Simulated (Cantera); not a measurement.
A perfectly stirred reactor is fed with CH₄ : CO₂ = 1 : 2.3 (molar parts), at 1.01 bar; it is held at 2050 K, and followed from long to short residence time.

Cantera simulation using GRI-Mech 3.0 (53 species, 325 reactions); the numbers are that mechanism's predictions, not measurements.

One state of this run: x CH₄ = 0.0693; x CO₂ = 0.402; x H₂O = 0.135; x CO = 0.184; x CH₂ = 1.58e-5; x CH₃ = 0.00473; x CH₂O = 0.000164. x: mole fraction; the columns are a selection and need not sum to one.

Question: Which value of τ (s) does it belong to?
A) 0.043
B) 0.0029
C) 0.00048
D) 0.26

Answer: C, 0.00048
